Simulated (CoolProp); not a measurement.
A simple Rankine cycle with dimethyl carbonate: condensing at 300.15 K, boiler at 0.312 MPa, turbine inlet 408.1 K, turbine efficiency 0.6, pump efficiency 0.8, no recuperator. Each further row changes one setting.

The numbers come from the reference Helmholtz-energy equation of state, Zhou 2011 in CoolProp.

```csv
case,thermal efficiency (%),net work (kJ/kg),heat in (kJ/kg),turbine exit temperature (K),volume ratio over the turbine
as stated,12.8,70.9,553,351.4,[?]
turbine inlet 428.1 K,12.9,75.1,584,[?],35.4
condensing temperature 292.15 K,13.7,[?],568,[?],53.2
boiler pressure 0.218 MPa,11.8,65.4,556,357.5,24.8
turbine efficiency 0.5,10.7,[?],553,360.3,[?]
```

### Question
Fill in the missing entries.

### Answer

- as stated, volume ratio over the turbine: 35.6
- turbine inlet 428.1 K, turbine exit temperature (K): 371.1
- condensing temperature 292.15 K, net work (kJ/kg): 78.1
- condensing temperature 292.15 K, turbine exit temperature (K): 345.8
- turbine efficiency 0.5, net work (kJ/kg): 59.0
- turbine efficiency 0.5, volume ratio over the turbine: 36.5
